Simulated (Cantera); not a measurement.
Input: 1 mol Fe2O3, 4.9 mol Cl2, 2.7 mol H2, at 0.0100 bar.

These are equilibrium values from Cantera (NASA tables, ideal gas, pure condensed phases), not measurements of a reactor. Candidate condensed phases: Fe, FeCl2, FeCl3, FeO, Fe(OH)2, Fe(OH)3, Fe2O3, Fe3O4, H2O; 22 gas species. Condensed phases not in the tables: FeOCl. The numbers say what is thermodynamically allowed, not how fast it happens.

Question: At 675 K, list the 4 most abundant gas species with their mole fractions, and the condensed phases.

Answer: HCl 0.703, Cl2 0.290, H2O 0.00438, FeCl3 0.00228. Condensed: Fe2O3(s).
